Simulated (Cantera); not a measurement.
A Cantera script and what it prints.

```python
import numpy as np
import cantera as ct

gas_names = [...]  # 130 gases of nasa_gas.yaml made of C, H, Mg, O, S
cond_names = """
    C(gr) C6H6(L) C7H8(L) C8H18(L),n-octa H2O(s) H2O(L) H2SO4(L) Mg(cr) Mg(L) MgCO3(s) MgO(s) MgO(L)
    MgO2H2(s) MgS(s) MgSO4(s) MgSO4(L) S(cr1) S(cr2) S(L)
""".split()


# ... load() reads the species with a 1 bar reference pressure and builds the phases ...
atoms = {
    'MgCO3': {'Mg': 1, 'C': 1, 'O': 3},
    'O2': {'O': 2},
    'H2O': {'H': 2, 'O': 1},
    'SO2': {'S': 1, 'O': 2},
}
top_T = {'C(gr)': 4500, 'MgS(s)': 2250}  # K; cautious upper limits of use, not melting points


# ... equilibrate(T, P, feed) seeds the gas with the atoms and calls Mixture.equilibrate('TP', solver="vcs", rtol=1e-11, max_steps=5000) ...
results = []
feed = {'MgCO3': 1, 'O2': 0.31, 'H2O': 0.75, 'SO2': 0.19}  # mol
T = 1848.15  # K
P = 10000  # Pa
mix = equilibrate(T, P, feed)
results.append((T, P, feed, dict(zip(mix.species_names, mix.species_moles))))
print(gas.report(threshold=1e-05))
for i in range(1, mix.n_phases):
    print(f"{mix.phase(i).name:16s} {mix.phase_moles(i):12.5e} mol")
```

It prints:

```
       temperature   1848.2 K
          pressure   10000 Pa
           density   0.022991 kg/m^3
  mean mol. weight   35.329 kg/kmol
   phase of matter   gas

                          1 kg             1 kmol
                     ---------------   ---------------
          enthalpy       -5.8514e+06       -2.0672e+08  J
   internal energy       -6.2863e+06       -2.2209e+08  J
           entropy            8969.4        3.1688e+05  J/K
    Gibbs function       -2.2428e+07       -7.9237e+08  J
 heat capacity c_p            1512.7             53443  J/K
 heat capacity c_v            1277.4             45128  J/K

                      mass frac. Y      mole frac. X     chem. pot. / RT
                     ---------------   ---------------   ---------------
                CO         0.0010002         0.0012616           -43.608
               CO2           0.55123           0.44251           -59.994
                 H        7.3506e-07        2.5763e-05           -14.944
                H2        1.3441e-05        0.00023554           -29.888
               H2O           0.16891           0.33124           -46.274
                 O        0.00010072        0.00022241           -16.386
                OH         0.0012833         0.0026659            -31.33
                O2           0.12455           0.13751           -32.773
                SO        3.2707e-05        2.4044e-05           -43.284
               SO2           0.15268          0.084204            -59.67
               SO3        0.00019971         8.813e-05           -76.057
     [ +119 minor]        6.8987e-06        4.6991e-06

C(gr)             0.00000e+00 mol
Mg(L)             0.00000e+00 mol
MgO(s)            9.99992e-01 mol
MgS(s)            0.00000e+00 mol
MgSO4(L)          0.00000e+00 mol
S(L)              0.00000e+00 mol
```

These are equilibrium values from Cantera (NASA tables, ideal gas, pure condensed phases), not measurements of a reactor.
